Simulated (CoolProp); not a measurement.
Vapour-liquid equilibrium of ethane (1) + propylene (2) at 5.35 °C; x and y are mole fractions of (1).

Computed with CoolProp (multi-fluid Helmholtz-energy mixture model, Bücker 2006 and Lemmon 2013; pair parameters Bell 2016).

Give the bubble pressure and the first vapour's composition at x = 0.05, 0.35, 0.95. Is there an azeotrope?

x = 0.05: 775.8 kPa, y = 0.145; x = 0.35: 1331 kPa, y = 0.609; x = 0.95: 2584 kPa, y = 0.977. No azeotrope shows between x = 0.05 and 0.95.

The pair parameters rest on a limited set of measurements; away from them the model extrapolates.
